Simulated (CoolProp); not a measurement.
Propylene along the isobar 5.22 MPa: density (kg/m³) from the reference equation and from simpler models built on Tc = 364.2 K, pc = 4.555 MPa, ω = 0.146; each cubic takes its own stable root.

Computed with CoolProp (reference Helmholtz-energy equation of state, Lemmon 2013).

```
T (K)          phase  reference
-----  -------------  ---------
200.5         liquid      644.6
220.9         liquid      621.1
241.3         liquid      596.7
261.7         liquid      570.8
282           liquid      543.0
302.4         liquid      512.0
322.8         liquid      475.8
343.2         liquid      429.7
363.6         liquid      351.0
384    supercritical      129.6
```

Problem. How far does each simpler model (van der Waals, Soave-Redlich-Kwong, Peng-Robinson) lie from the reference over these 10 states: mean and median of the absolute difference, and the worst?

Solution. 
- van der Waals: mean 31.6 %, median 34.8 %, worst -36.3 % at 200.5 K and 5.22 MPa
- Soave-Redlich-Kwong: mean 8.1 %, median 6.5 %, worst -17.8 % at 363.6 K and 5.22 MPa
- Peng-Robinson: mean 5.0 %, median 5.6 %, worst -9.1 % at 363.6 K and 5.22 MPa
